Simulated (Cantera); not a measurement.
**Equilibrium for silicon carbide growth: CH₃SiH₃ + H₂**

Charge: 1 mol CH₃SiH₃, 48 mol H₂, at 86000 Pa.

Equilibrium computed with Cantera from the NASA thermochemical tables; the gas is ideal and each condensed phase is pure. Candidate condensed phases: C, C₆H₆, C₇H₈, C₈H₁₈, Si, SiC; 87 gas species. The feed counts by its element totals alone. Mutual solubility and eutectic melting of coexisting phases are not modelled. Gases not in the tables: Si₂H₆ and higher silanes. Equilibrium is a limit: real reactors are often held back by kinetics, nucleation or transport.

At 1573 K the condensed part is Si(s) + SiC(s). From 1673 K to 2573 K the condensed part is SiC(s). At 2673 K nothing is condensed. The main Si-bearing gas is SiH₂ at 1573 K and Si at 2673 K. The share of Si in condensed phases is highest at 1573 K (100.0 %) and lowest at 2673 K (0.0 %).

```tsv
T (K)	x H₂	x H	x Si	x C₂H₂ (acetylene)	n Si(s)	n SiC(s)
1573	1.000	4.38e-5	6.39e-8	1.89e-9	0.000522	0.999
1673	1.000	0.000123	4.86e-7	1.02e-8	0	0.999
1773	1.000	0.000307	1.76e-6	1.26e-7	0	0.999
1873	0.999	0.000696	5.35e-6	1.26e-6	0	0.998
1973	0.998	0.00145	1.55e-5	8.83e-6	0	0.997
2073	0.997	0.00283	4.60e-5	3.93e-5	0	0.993
2173	0.994	0.00519	0.000136	0.000125	0	0.984
2273	0.990	0.00901	0.000380	0.000331	0	0.961
2373	0.983	0.0149	0.000977	0.000795	0	0.907
2473	0.971	0.0237	0.00232	0.00177	0	0.784
2573	0.952	0.0361	0.00514	0.00371	0	0.512
2673	0.923	0.0531	0.0101	0.00680	0	0
```
x: gas mole fraction; n: condensed amount in mol.
